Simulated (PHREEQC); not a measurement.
A PHREEQC input (ion-association model, phreeqc.dat):

```
SOLUTION 1
  temp 25
  units mg/L
  pH 6.31
  pe 9.7
  Na 87.4
  K 128
  Ca 253
  Mg 146
  Cl 440
  S(6) 679 as SO4
  Alkalinity 314 as HCO3
  Li 2.7
END
USE solution 6
EQUILIBRIUM_PHASES 1
  Gypsum 0 0
  CO2(g) -3.4 10
END
```

It stops with these messages:

```
ERROR: Solution 6 not found.
```

The fault: USE names a solution that was never defined. The line should read `USE solution 1` where the input has `USE solution 6`. With the mend the run ends at pH 8.71 and ionic strength 0.0405 mol/kgw.
